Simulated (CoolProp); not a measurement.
The fluid at 311.33 K and 2.04 MPa expands adiabatically to 0.173 MPa with isentropic efficiency 1. The same conditions are run with several fluids, on thermodynamics alone (safety and materials aside).

Computed with CoolProp (reference Helmholtz-energy equation of state of each fluid (C2F6 (R116): Lemmon 2006; nitrogen: Span 2000; hydrogen chloride: Thol 2018; ethylene: Smukala 2000; nitrous oxide: Lemmon 2006)).

```tsv
fluid	work (kJ/kg)	final temperature (K)	final phase	final density (kg/m³)
C2F6 (R116)	36.8	244.4	gas	___
nitrogen	162	152.9	gas	___
hydrogen chloride	118	198.2	two-phase, vapour fraction 0.893	___
ethylene	162	___	___	3.45
nitrous oxide	___	194.2	two-phase, vapour fraction 0.944	5.20
```

Problem. Some entries are withheld; supply them.

Solution. 
- C2F6 (R116), final density (kg/m³): 12.2
- nitrogen, final density (kg/m³): 3.85
- hydrogen chloride, final density (kg/m³): 4.48
- ethylene, final temperature (K): 179.0
- ethylene, final phase: two-phase, vapour fraction 0.992
- nitrous oxide, work (kJ/kg): 102
